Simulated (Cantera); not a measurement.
Gas mixture: H2O : C3H8 : C2H6 : NH3 = 0.58 : 0.28 : 0.99 : 0.97 (molar parts), at 750 Torr, frozen composition.

Cantera's kinetic-theory transport with the Lennard-Jones parameters of GRI-Mech 3.0, ideal gas; thermal conductivity in the mixture-averaged form. Polar gases are described roughly by these parameters. The composition is frozen, though it would react at the higher temperatures.

One state of this run: ρ (kg/m³) = 0.210; cp (J/kg/K) = 4146; μ (µPa s) = 37.9; λ (mW/m/K) = 205; Pr = 0.764; D (cm²/s) CH3 = 2.94; D (cm²/s) H2 = 9.48; D (cm²/s) O = 4.12. D: mixture-averaged diffusion coefficient of that species in the mixture.

### Question
Which value of T (K) does it belong to?
(A) 1400
(B) 2150
(C) 1900
(D) 400

### Answer
A, 1400
